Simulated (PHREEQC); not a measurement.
A solution holds 6.4 mmol/kgw CsI, at 25 °C. Closed to the air; pH follows from the charge balance.

Equilibrium calculation in PHREEQC: ion-association model, wateq4f.dat.

```
Quantity                  Value
--------------  ---------------
ionic strength  0.00640 mol/kgw
```

| species | molality | activity | log γ |
|---|---|---|---|
| Cs+ | 0.00640 | 0.00588 | -0.037 |
| I- | 0.00640 | 0.00588 | -0.037 |
| OH- | 1.08e-7 | 9.95e-8 | -0.037 |
| H+ | 1.08e-7 | 1.01e-7 | -0.033 |

No solid was allowed to form.
